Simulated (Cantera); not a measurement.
Mixture: C₃H₈ : O₂ : N₂ : H₂O = 1 : 5.49 : 15.4 : 1.9 (molar parts), at 10500 Torr, adiabatic and at constant pressure. Ignition delay is the time to a rise of 400 K.

Detailed kinetics in Cantera: GRI-Mech 3.0 (53 species, 325 reactions). GRI-Mech 3.0 was tuned for natural gas; its chemistry of propane as a main component is partial and can be far from experiment. The pressure lies above the range GRI-Mech 3.0 was tuned for (to about 10 atm).

Q: What does this change do: pressure from 10500 Torr to 3750 Torr?

A: 
| quantity | before | after |
|---|---|---|
| delay at 1000 K | 39.6 ms | 0.114 s |
| delay at 1150 K | 2.51 ms | 5.96 ms |
| delay at 1300 K | 0.209 ms | 0.401 ms |
| delay at 1450 K | 26.5 µs | 48.2 µs |
| apparent activation energy between 1375 and 1525 K | 210 kJ/mol | 210 kJ/mol |

Q: What does this change do: O2 5.49 to 3.1 parts?

A: 
| quantity | before | after |
|---|---|---|
| delay at 1000 K | 39.6 ms | 65.6 ms |
| delay at 1150 K | 2.51 ms | 3.99 ms |
| delay at 1300 K | 0.209 ms | 0.313 ms |
| delay at 1450 K | 26.5 µs | 39.6 µs |
| apparent activation energy between 1375 and 1525 K | 210 kJ/mol | 210 kJ/mol |

Q: What does this change do: constant volume in place of constant pressure?

A: 
```csv
quantity,before,after
delay at 1000 K,39.6 ms,38.8 ms
delay at 1150 K,2.51 ms,2.41 ms
delay at 1300 K,0.209 ms,0.195 ms
delay at 1450 K,26.5 µs,24.0 µs
apparent activation energy between 1375 and 1525 K,210 kJ/mol,210 kJ/mol
```
